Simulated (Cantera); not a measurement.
What does this Cantera script print?

```python
import numpy as np
import cantera as ct

gas_names = [...]  # 95 gases of nasa_gas.yaml made of C, F, H
cond_names = """
    C(gr) C6H6(L) C7H8(L) C8H18(L),n-octa
""".split()


# ... load() reads the species with a 1 bar reference pressure and builds the phases ...
atoms = {
    'c-C4F8': {'C': 4, 'F': 8},
    'CH4': {'C': 1, 'H': 4},
}
top_T = {'C(gr)': 4500}  # K; cautious upper limits of use, not melting points


# ... equilibrate(T, P, feed) seeds the gas with the atoms and calls Mixture.equilibrate('TP', solver="gibbs", rtol=1e-10, max_steps=50000) ...
results = []
feed = {'c-C4F8': 1, 'CH4': 0.072}  # mol
T = 2148.15  # K
for P in [1, 4.2, 18, 75, 320, 1300, 5600, 24000, 100000]:
    mix = equilibrate(T, P, feed)
    results.append((T, P, feed, dict(zip(mix.species_names, mix.species_moles))))

top = {s: max(r[3][s] / sum(r[3][g] for g in gas_names) for r in results) for s in gas_names}
cols = sorted((s for s in top if top[s] > 0.001), key=lambda s: -top[s])[:6]
seen = [c for c in cond_names if any(r[3].get(c, 0) > 1e-12 for r in results)]
print("log10 of partial pressures in bar; condensed amounts in mol")
print(f"{'P/Pa':>10s}" + "".join(f"{s[:9]:>10s}" for s in cols + seen))
for T, P, feed, n in results:
    ng = sum(n[g] for g in gas_names)
    print(f"{P:10.4g}" + "".join(f"{np.log10(max(n[s] / ng * P / 1e5, 1e-99)):10.3f}" for s in cols)
          + "".join(f"{n.get(c, 0):10.4g}" for c in seen))
```

It prints:

```
log10 of partial pressures in bar; condensed amounts in mol
      P/Pa         F       CF4       CF2        HF       CF3        CF     C(gr)
         1    -5.028   -10.609    -6.762    -6.437   -10.089    -7.067     3.866
       4.2    -4.428    -8.210    -5.563    -5.793    -8.290    -6.467     3.519
        18    -3.872    -5.986    -4.451    -5.103    -6.622    -5.911     2.686
        75    -3.432    -4.225    -3.570    -4.362    -5.302    -5.471      1.84
       320    -3.124    -2.992    -2.954    -3.571    -4.377    -5.163     1.732
      1300    -2.911    -2.140    -2.528    -2.863    -3.738    -4.950     1.885
      5600    -2.726    -1.399    -2.158    -2.179    -3.182    -4.764     2.005
   2.4e+04    -2.556    -0.721    -1.818    -1.525    -2.674    -4.595     2.072
     1e+05    -2.396    -0.081    -1.498    -0.895    -2.193    -4.435     2.107
```

Method: chemical equilibrium by Gibbs-energy minimisation in Cantera with the NASA 1993 tables (ideal gas, pure condensed phases). The feed counts by its element totals alone. The tables' values for C2F4 are old estimates; treat these amounts as uncertain. Gases not in the tables: C2F6 and larger saturated fluorocarbons.
